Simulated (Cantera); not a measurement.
A freely propagating, adiabatic, planar premixed flame of 4.55 % CH4, 2.37 % C2H6, 0.305 % C3H8, 17.2 % O2, 75.6 % N2, equivalence ratio 1.1, unburnt at 423 K and 7200 Torr; mixture-averaged transport, grid criteria slope 0.08 and curve 0.16, no radiation.

Model: GRI-Mech 3.0 (53 species, 325 reactions), integrated in Cantera. Burning velocities carry a grid error of a few per cent, more on coarse grids.

x: mole fraction of selected species; z is measured from the peak of heat release.

```
z (mm)   T (K)  u (m/s)     x CH4    x C2H6    x C3H8       x O       x N2O    x NO2
-------  -----  -------  --------  --------  --------  --------  ----------  -------
-0.263     424    0.243    0.0454    0.0236   0.00305     <1e-8       <1e-8    <1e-8
-0.176     429    0.247    0.0452    0.0236   0.00304     <1e-8       <1e-8  3.46e-8
-0.132     452    0.260    0.0444    0.0234   0.00303     <1e-8       <1e-8  1.95e-7
-0.0878    575    0.334    0.0406    0.0222   0.00294     <1e-8     1.01e-8  1.37e-6
-0.0439   1056    0.624    0.0269    0.0139   0.00200   1.92e-7  (withheld)  4.33e-6
-0.0220   1470    0.879    0.0148   0.00470  0.000617   1.51e-5  (withheld)  1.41e-6
0         1850     1.11   0.00346  0.000145   5.38e-6  0.000172  (withheld)  7.53e-8
0.0220    2014     1.20  0.000205   2.20e-7     <1e-8  0.000435     2.97e-7  2.80e-8
0.0439    2071     1.23   7.53e-6     <1e-8     <1e-8  0.000420     2.83e-7  2.57e-8
0.0878    2121     1.26   2.96e-8     <1e-8     <1e-8  0.000222  (withheld)  1.97e-8
0.176     2154     1.28     <1e-8     <1e-8     <1e-8   7.68e-5  (withheld)  1.24e-8
0.351     2170     1.29     <1e-8     <1e-8     <1e-8   2.13e-5  (withheld)    <1e-8
0.702     2176     1.29     <1e-8     <1e-8     <1e-8   6.99e-6  (withheld)    <1e-8
```

Question: Complete the blanks.

Answer: 
- -0.0439, x N2O: 7.44e-8
- -0.0220, x N2O: 1.58e-7
- 0, x N2O: 2.55e-7
- 0.0878, x N2O: 2.09e-7
- 0.176, x N2O: 1.21e-7
- 0.351, x N2O: 5.86e-8
- 0.702, x N2O: 2.95e-8
